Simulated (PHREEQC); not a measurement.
Dissolve 1.2e-05 mol Cu(NO3)2, 2.9e-06 mol HBF4 and 3.3e-06 mol Na2SO4 per kg of water at 20 °C. Closed to the air; pH follows from the charge balance.

Equilibrium calculation in PHREEQC: ion-association model, phreeqc.dat.

No solid was allowed to form.

### Question
Predict the pH.

### Answer
pH 4.95.

### Question
In which forms is F present?

### Answer
F- 98 %, HF 1.5 % of the F.

Real BF4- forms and hydrolyses slowly; the run takes it at equilibrium.
